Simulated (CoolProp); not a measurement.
Model: reference Helmholtz-energy equation of state, Lemmon 2006, in CoolProp. It is a short technical equation, of lower accuracy than the large ones.

Task: For C2F6 (R116), give the phase and the speed of sound (m/s), isothermal compressibility (1/MPa) at -49.55 °C and 2.27 MPa; -27.55 °C and 2.27 MPa; -5.65 °C and 2.27 MPa.

Result: 
- -49.55 °C and 2.27 MPa: liquid; speed of sound 456, isothermal compressibility 0.00492
- -27.55 °C and 2.27 MPa: liquid; speed of sound 362, isothermal compressibility 0.00883
- -5.65 °C and 2.27 MPa: liquid; speed of sound 256, isothermal compressibility 0.0221
